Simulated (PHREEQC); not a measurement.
Dissolve 0.052 mol HNO3, 0.0061 mol CaCl2 and 0.072 mol MnSO4 per kg of water at 85 °C. Closed to the air; pH follows from the charge balance.

Equilibrium calculation in PHREEQC: ion-association model, phreeqc.dat.

This is a speciation only: nothing precipitates in the calculation.

Problem. Estimate the pH.

Solution. pH 1.85.

Problem. In which forms is Mn present?

Solution. Mn+2 67 %, MnSO4 32 %, MnCl+ 0.9 % of the Mn.

At this temperature some constants are extrapolated from 25 °C, and those without enthalpy data are left unchanged.
